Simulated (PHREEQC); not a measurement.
**Polishing slurry liquid (model solution)**

Dissolve 0.0046 mol H2SO4, 0.092 mol Al(NO3)3 and 0.00065 mol CO2 per kg of water at 25 °C. Closed to the air; pH follows from the charge balance.

Computed with PHREEQC (ion-association model, phreeqc.dat).

```yaml
pH: 2.16
ionic_strength: 0.542 mol/kgw
activity_of_water: 0.994
specific_conductance: 21900 µS/cm
density: 1.012 g/cm³
total_alkalinity: -9.20 meq/kg
```

| species | molality | activity | log γ |
|---|---|---|---|
| NO3- | 0.276 | 0.167 | -0.218 |
| Al+3 | 0.0880 | 0.00760 | -1.064 |
| H+ | 0.00914 | 0.00696 | -0.118 |
| AlSO4+ | 0.00392 | 0.00260 | -0.180 |
| CO2 | 0.000650 | 0.000736 | 0.054 |
| SO4-2 | 0.000543 | 0.000108 | -0.701 |
| HSO4- | 9.94e-5 | 7.31e-5 | -0.133 |

This is a speciation only: nothing precipitates in the calculation. Complexes and solids missing from the database can't appear.
